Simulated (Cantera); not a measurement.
A perfectly stirred reactor is fed with 3.19 % H2, 96.8 % O2, equivalence ratio 0.017, at 1330 Pa; it is held at 1223 K, and followed from long to short residence time.

Cantera simulation using the H2/O2 subset of GRI-Mech 3.0, which has no nitrogen chemistry; the numbers are that mechanism's predictions, not measurements. Radical loss at walls, strong at low pressure, is not modelled.

### Question
Predict: x(H2) at τ = 8.70 s; x(O2) at τ = 8.70 s; x(H2O) at τ = 8.70 s; x(OH) at τ = 8.70 s; x(H) at τ = 8.70 s; x(H2) at τ = 79.0 ms; x(O2) at τ = 79.0 ms; x(H2O) at τ = 79.0 ms; x(OH) at τ = 79.0 ms; x(H) at τ = 79.0 ms.

### Answer
| Property | Result |
|---|---|
| x(H2) at τ = 8.70 s | 3.07e-5 |
| x(O2) at τ = 8.70 s | 0.966 |
| x(H2O) at τ = 8.70 s | 0.0322 |
| x(OH) at τ = 8.70 s | 0.000486 |
| x(H) at τ = 8.70 s | 2.30e-5 |
| x(H2) at τ = 79.0 ms | 0.000469 |
| x(O2) at τ = 79.0 ms | 0.954 |
| x(H2O) at τ = 79.0 ms | 0.0301 |
| x(OH) at τ = 79.0 ms | 0.00197 |
| x(H) at τ = 79.0 ms | 0.00139 |
